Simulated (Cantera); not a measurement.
An adiabatic, constant-volume homogeneous reactor starts with H2 : O2 : N2 = 1 : 0.806 : 3.03 (molar parts), at 975 K and 3.16 atm. Integrator tolerance rtol = 1e-08.

Detailed kinetics in Cantera: the H2/O2 subset of GRI-Mech 3.0, which has no nitrogen chemistry. The hydrogen kinetics of GRI-Mech 3.0 are dated; newer H2 mechanisms differ, most at raised pressure.

```
quantity                                                            before                                      after
---------------------------------  ---------------------------------------  -----------------------------------------
time of steepest temperature rise                                  26.0 ms                                    26.2 ms
temperature at 5.00 s                                               2671 K                                     2619 K
equilibrium temperature                                             2671 K                                     2619 K
x(H2) at 5.00 s                    0.00386 (gas-phase equilibrium 0.00386)    0.00239 (gas-phase equilibrium 0.00239)
x(O2) at 5.00 s                      0.0668 (gas-phase equilibrium 0.0668)        0.106 (gas-phase equilibrium 0.106)
x(OH) at 5.00 s                      0.0157 (gas-phase equilibrium 0.0157)      0.0151 (gas-phase equilibrium 0.0151)
x(O) at 5.00 s                     0.00294 (gas-phase equilibrium 0.00294)    0.00297 (gas-phase equilibrium 0.00297)
x(H) at 5.00 s                     0.00113 (gas-phase equilibrium 0.00113)  0.000731 (gas-phase equilibrium 0.000731)
x(HO2) at 5.00 s                   2.26e-5 (gas-phase equilibrium 2.26e-5)    2.77e-5 (gas-phase equilibrium 2.77e-5)
```

Question: What was changed between the two runs?
(A) pressure from 3.16 atm to 9.77 atm
(B) O2 0.806 to 1 parts
(C) pressure from 3.16 atm to 23.7 atm
(D) initial temperature 975 to 1150 K

Answer: B, O2 0.806 to 1 parts
